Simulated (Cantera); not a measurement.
**Carbon deposition, reforming and gasification: C3H8 + O2 + N2**

Charge: 1 mol C3H8, 0.0079 mol O2, 0.17 mol N2, held at 677 °C and 18.0 Pa.

Cantera equilibrium calculation (NASA polynomials, part measured and part estimated; ideal gas, pure solids and liquids). Candidate condensed phases: C, C6H6, C7H8, C8H18, H2O; 136 gas species. Equilibrium is a limit: real reactors are often held back by kinetics, nucleation or transport.

```json
{
  "x(H2)": "0.956",
  "x(N2)": "0.0406",
  "x(CO)": "0.00377",
  "x(CH4)": "2.75e-5",
  "n(C(graphite))": "2.98 mol",
  "gas_amount": "4.186 mol"
}
```
